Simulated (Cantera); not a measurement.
A closed system holds: 1 mol Si, 18 mol HBr, a varied amount of N2, equilibrated at 2.10e-5 bar.

Method: chemical equilibrium by Gibbs-energy minimisation in Cantera with the NASA 1993 tables (ideal gas, pure condensed phases). Candidate condensed phases: Br2, Si, Si3N4; 28 gas species. N2 is the only nitrogen source here; it is nearly inert below about 1500 K, so the nitride shown seldom forms there in practice. The tables' values for SiBr3 are old estimates. The numbers say what is thermodynamically allowed, not how fast it happens.

What condenses at these points (T in K, n(N2) in mol): (1675, 43); (1075, 6.9); (1575, 5.1); (875, 23)?


```
T (K)  n(N2) in mol  condensed phases  Si condensed (%)
-----  ------------  ----------------  ----------------
1675             43          gas only               0.0
1075            6.9          gas only               0.0
1575            5.1          gas only               0.0
875              23             Si3N4              28.2
```
